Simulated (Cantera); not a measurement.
Mixture: 7.09 % CH4, 5.46 % H2, 18.4 % O2, 69.1 % N2, at 5.00 bar, adiabatic and at constant pressure. Ignition delay is the time to a rise of 400 K.

Cantera simulation using GRI-Mech 3.0 (53 species, 325 reactions); the numbers are that mechanism's predictions, not measurements. Below about 1000 K GRI-Mech 3.0 lacks low-temperature oxidation paths. Below about 950 K walls govern HO2 and H2O2 in real vessels.

**Question.** Predict: delay at 873 K; delay at 973 K; delay at 1073 K; delay at 1173 K; apparent activation energy between 1123 and 1223 K.

**Answer.** 
```
Quantity                                                Result
--------------------------------------------------  ----------
delay at 873 K                                         0.610 s
delay at 973 K                                         31.8 ms
delay at 1073 K                                        2.30 ms
delay at 1173 K                                       0.485 ms
apparent activation energy between 1123 and 1223 K  130 kJ/mol
```
